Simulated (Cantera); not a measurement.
Input: 1 mol C3H8, 2.9 mol CO2, 1.3 mol N2, at 143 Torr.

Method: chemical equilibrium by Gibbs-energy minimisation in Cantera with the NASA 1993 tables (ideal gas, pure condensed phases). Candidate condensed phases: C, C6H6, C7H8, C8H18, H2O; 136 gas species. Rates play no part.

log p: log10 of the partial pressure in bar; n: condensed amount in mol.

```
T (K)  log p CO  log p H2  log p H2O  log p CO2  log p N2  log p H  log p CH4  n C(graphite)
-----  --------  --------  ---------  ---------  --------  -------  ---------  -------------
675       -2.69     -1.54      -1.22      -1.29     -1.44     <-12      -1.92           3.59
875       -1.29     -1.18      -1.85      -1.54     -1.56   -10.89      -2.71           2.02
1075      -1.01     -1.17      -3.08      -2.89     -1.65    -8.42      -3.68          0.210
1275      -1.00     -1.17          …          …     -1.65        …          …          0.106
1475      -1.00     -1.16          …          …     -1.65        …          …         0.0984
1675      -1.00     -1.17      -5.42      -5.78     -1.65    -4.52      -5.25         0.0921
1875      -1.00     -1.17      -5.87      -6.32     -1.66    -3.77      -5.55         0.0768
2075      -1.00     -1.17      -6.23      -6.75     -1.66    -3.16      -5.80         0.0432
2275      -1.01     -1.18      -6.46      -7.03     -1.67    -2.66      -6.08              0
2475      -1.01     -1.20      -6.49      -7.09     -1.67    -2.25      -6.50              0
2675      -1.02     -1.23      -6.54      -7.15     -1.68    -1.90      -6.89              0
```

Problem. Some entries are withheld; supply them.

Solution. 
- 1275, log p H2O: -4.10
- 1275, log p CO2: -4.16
- 1275, log p H: -6.72
- 1275, log p CH4: -4.36
- 1475, log p H2O: -4.85
- 1475, log p CO2: -5.09
- 1475, log p H: -5.47
- 1475, log p CH4: -4.87
